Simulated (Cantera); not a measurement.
Equilibrium for carbon deposition, reforming and gasification: C2H6 + CO2 + N2

Input: 1 mol C2H6, 3.8 mol CO2, 0.87 mol N2, held at 5.10 mbar.

Cantera equilibrium calculation (NASA polynomials, part measured and part estimated; ideal gas, pure solids and liquids). Candidate condensed phases: C, C6H6, C7H8, C8H18, H2O; 136 gas species. The numbers say what is thermodynamically allowed, not how fast it happens.

From 675 K to 775 K the condensed part is C(graphite). From 800 K to 950 K nothing is condensed. The main C-bearing gas is CO2 at 675 K and CO at 950 K.

```json
[
 {"T (K)": "675", "x CO": "0.0813", "x CO2": "0.408", "x H2": "0.274", "x N2": "0.116", "x H2O": "0.115", "x CH4": "0.00558", "n C(graphite)": "2.08"},
 {"T (K)": "700", "x CO": "0.135", "x CO2": "0.375", "x H2": "0.290", "x N2": "0.111", "x H2O": "0.0855", "x CH4": "0.00365", "n C(graphite)": "1.78"},
 {"T (K)": "725", "x CO": "0.210", "x CO2": "0.324", "x H2": "0.297", "x N2": "0.105", "x H2O": "0.0611", "x CH4": "0.00231", "n C(graphite)": "1.37"},
 {"T (K)": "750", "x CO": "0.302", "x CO2": "0.260", "x H2": "0.296", "x N2": "0.0988", "x H2O": "0.0416", "x CH4": "0.00143", "n C(graphite)": "0.839"},
 {"T (K)": "775", "x CO": "0.402", "x CO2": "0.188", "x H2": "0.289", "x N2": "0.0922", "x H2O": "0.0268", "x CH4": "0.000874", "n C(graphite)": "0.220"},
 {"T (K)": "800", "x CO": "0.438", "x CO2": "0.162", "x H2": "0.285", "x N2": "0.0900", "x H2O": "0.0249", "x CH4": "0.000333", "n C(graphite)": "0"},
 {"T (K)": "825", "x CO": "0.442", "x CO2": "0.158", "x H2": "0.282", "x N2": "0.0900", "x H2O": "0.0282", "x CH4": "0.000104", "n C(graphite)": "0"},
 {"T (K)": "850", "x CO": "0.445", "x CO2": "0.155", "x H2": "0.279", "x N2": "0.0900", "x H2O": "0.0317", "x CH4": "3.47e-5", "n C(graphite)": "0"},
 {"T (K)": "875", "x CO": "0.449", "x CO2": "0.151", "x H2": "0.275", "x N2": "0.0900", "x H2O": "0.0351", "x CH4": "1.23e-5", "n C(graphite)": "0"},
 {"T (K)": "900", "x CO": "0.452", "x CO2": "0.148", "x H2": "0.272", "x N2": "0.0900", "x H2O": "0.0386", "x CH4": "4.63e-6", "n C(graphite)": "0"},
 {"T (K)": "925", "x CO": "0.456", "x CO2": "0.144", "x H2": "0.268", "x N2": "0.0900", "x H2O": "0.0420", "x CH4": "1.84e-6", "n C(graphite)": "0"},
 {"T (K)": "950", "x CO": "0.459", "x CO2": "0.141", "x H2": "0.265", "x N2": "0.0900", "x H2O": "0.0454", "x CH4": "7.66e-7", "n C(graphite)": "0"}
]
```
x: gas mole fraction; n: condensed amount in mol.
